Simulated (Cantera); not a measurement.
# Hydrocarbon pyrolysis for carbon deposition

An isothermal, constant-pressure homogeneous reactor starts with 4.76 % C₂H₆, 95.2 % H₂, at 1825 K and 1700 Pa.

Cantera simulation using GRI-Mech 3.0 (53 species, 325 reactions); the numbers are that mechanism's predictions, not measurements. GRI-Mech 3.0 stops at C3 and has no aromatics, soot or wall deposition, so with more carbon than oxygen in the feed, carbon stays in small species such as C2H2 where larger ones or solid carbon would form. Radical loss at walls, strong at low pressure, is not modelled.

```csv
t (s),x C₂H₆,x H₂,x C₂H₂,x C₂H,x CH₄
0.000500,5.64e-5,0.914,0.0112,1.03e-6,0.0528
0.00131,3.65e-5,0.919,0.0158,1.02e-6,0.0507
0.00341,2.07e-5,0.925,0.0193,8.42e-7,0.0469
0.00889,1.06e-5,0.930,0.0227,6.74e-7,0.0418
0.0232,5.75e-6,0.934,0.0264,6.29e-7,0.0351
0.0606,3.01e-6,0.940,0.0311,7.41e-7,0.0254
0.158,1.02e-6,0.946,0.0367,9.58e-7,0.0139
0.413,1.91e-7,0.950,0.0407,1.20e-6,0.00561
1.08,2.45e-8,0.952,0.0425,1.38e-6,0.00190
2.81,3.11e-9,0.953,0.0431,1.45e-6,0.000657
7.34,5.79e-10,0.953,0.0433,1.46e-6,0.000267
19.2,2.72e-10,0.953,0.0433,1.47e-6,0.000167
50.0,2.53e-10,0.953,0.0433,1.47e-6,0.000158
```
x: mole fraction; the columns are a selection and need not sum to one.

Equilibrium at this temperature and pressure: C₂H₆ 2.53e-10, H₂ 0.953, C₂H₂ 0.0433, C₂H 1.47e-6, CH₄ 0.000158 (gas phase only).
